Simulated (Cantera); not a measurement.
# Hydrocarbon pyrolysis for carbon deposition

A perfectly stirred reactor is fed with 0.222 % C2H6, 99.8 % N2, at 0.000415 atm; it is held at 1125 K, and followed from long to short residence time.

Computed with Cantera and GRI-Mech 3.0 (53 species, 325 reactions). GRI-Mech 3.0 stops at C3 and has no aromatics, soot or wall deposition, so with more carbon than oxygen in the feed, carbon stays in small species such as C2H2 where larger ones or solid carbon would form. Radical loss at walls, strong at low pressure, is not modelled.

```csv
τ (s),x C2H6,x H,x H2,x CH4,x C2H4,x C2H,x CH2
4.4,0.00206,1.32e-6,0.000134,1.03e-5,0.000137,1.02e-12,4.59e-9
1.4,0.00220,4.67e-7,1.60e-5,1.11e-6,1.66e-5,<1e-12,7.51e-10
0.45,0.00222,7.32e-8,8.14e-7,1.22e-7,8.87e-7,<1e-12,4.84e-11
0.15,0.00222,8.04e-9,2.98e-8,1.40e-8,3.78e-8,<1e-12,2.17e-12
0.047,0.00222,6.70e-10,7.79e-10,1.39e-9,1.44e-9,<1e-12,<1e-12
0.015,0.00222,4.73e-11,1.76e-11,1.42e-10,6.22e-11,<1e-12,<1e-12
0.0049,0.00222,3.24e-12,<1e-12,1.52e-11,2.77e-12,<1e-12,<1e-12
```
x: mole fraction; the columns are a selection and need not sum to one.
